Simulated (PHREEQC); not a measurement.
Dissolve 0.004 mol/kgw CuSO4, 0.02 mol/kgw HCl and 0.027 mol/kgw H3BO3 at 25 °C. Closed to the air; pH follows from the charge balance.

All values are PHREEQC results (ion-association model, wateq4f.dat), not measurements.

No solid was allowed to form.

Question: What pH does the model give?

Answer: pH 1.80.

Question: In which forms is Cu present?

Answer: Cu+2 88 %, CuSO4 9.4 %, CuCl+ 2.5 % of the Cu.
